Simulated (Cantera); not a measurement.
Input (Python, Cantera):

```python
import numpy as np
import cantera as ct

gas = ct.Solution("gri30.yaml")
gas.TPX = 998, 690000, {'CH4': 0.0054, 'O2': 0.026, 'N2': 1}
reactor = ct.IdealGasConstPressureReactor(gas, energy="off", clone=False)
net = ct.ReactorNet([reactor])
net.rtol, net.atol = 1e-08, 1e-18
show = ['CH4', 'O2', 'HO2', 'NO', 'HCN', 'CO']
times = np.geomspace(3e-05, 90, 13)

steps = ct.SolutionArray(gas, extra=["t"])
rows = []
print(f"{'t/s':>10s}{'T/K':>9s}{'P/Pa':>11s}" + "".join(f"{s:>11s}" for s in show))
for t in times:
    while net.time < t:
        t_next = net.step()
        steps.append(gas.state, t=t_next)
    rows.append([np.interp(t, steps.t, y) for y in (steps.T, steps.P, *steps(*show).X.T)])
    print(f"{t:10.3e}{rows[-1][0]:9.1f}{rows[-1][1]:11.4g}" + "".join(f"{x:11.3e}" for x in rows[-1][2:]))
rate = np.gradient(steps.T, steps.t)
print("integrator steps:", len(steps.t))
if steps.T.max() > steps.T[0] + 200:
    print(f"time of steepest temperature rise: {steps.t[rate.argmax()]:.4e} s")
gas.TPX = 998, 690000, {'CH4': 0.0054, 'O2': 0.026, 'N2': 1}
gas.equilibrate("TP")
print(f"equilibrium (TP): T = {gas.T:.1f} K  " + "  ".join(f"{s} {gas[s].X[0]:.3e}" for s in show))
```

It prints:

```
       t/s      T/K       P/Pa        CH4         O2        HO2         NO        HCN         CO
 3.000e-05    998.0    6.9e+05  5.236e-03  2.521e-02  1.243e-11  8.586e-27  2.835e-30  1.329e-19
 1.040e-04    998.0    6.9e+05  5.236e-03  2.521e-02  4.304e-11  1.083e-25  3.404e-29  5.456e-18
 3.603e-04    998.0    6.9e+05  5.236e-03  2.521e-02  1.489e-10  1.322e-24  4.103e-28  2.256e-16
 1.249e-03    998.0    6.9e+05  5.236e-03  2.521e-02  5.130e-10  1.628e-23  5.038e-27  9.624e-15
 4.327e-03    998.0    6.9e+05  5.236e-03  2.521e-02  1.745e-09  2.118e-22  6.572e-26  4.311e-13
 1.499e-02    998.0    6.9e+05  5.236e-03  2.521e-02  5.760e-09  3.407e-21  1.087e-24  2.427e-11
 5.196e-02    998.0    6.9e+05  5.235e-03  2.521e-02  1.705e-08  6.787e-20  2.485e-23  1.983e-09
 1.801e-01    998.0    6.9e+05  5.233e-03  2.521e-02  4.262e-08  8.036e-19  3.441e-22  8.966e-08
 6.240e-01    998.0    6.9e+05  5.179e-03  2.516e-02  3.545e-07  4.830e-17  1.307e-19  8.525e-06
 2.163e+00    998.0    6.9e+05  8.749e-06  1.562e-02  1.112e-06  1.943e-12  3.710e-14  1.742e-03
 7.494e+00    998.0    6.9e+05  1.736e-08  1.497e-02  4.121e-07  3.898e-12  2.537e-14  4.740e-04
 2.597e+01    998.0    6.9e+05  6.886e-12  1.477e-02  1.046e-07  2.943e-12  1.967e-14  7.415e-05
 9.000e+01    998.0    6.9e+05  1.516e-15  1.474e-02  1.833e-08  4.836e-12  1.634e-14  6.042e-06
integrator steps: 2639
equilibrium (TP): T = 998.0 K  CH4 3.344e-45  O2 1.473e-02  HO2 6.447e-11  NO 9.042e-06  HCN 9.235e-33  CO 9.401e-13
```

Cantera simulation using GRI-Mech 3.0 (53 species, 325 reactions); the numbers are that mechanism's predictions, not measurements. Below about 1000 K GRI-Mech 3.0 lacks low-temperature oxidation paths.
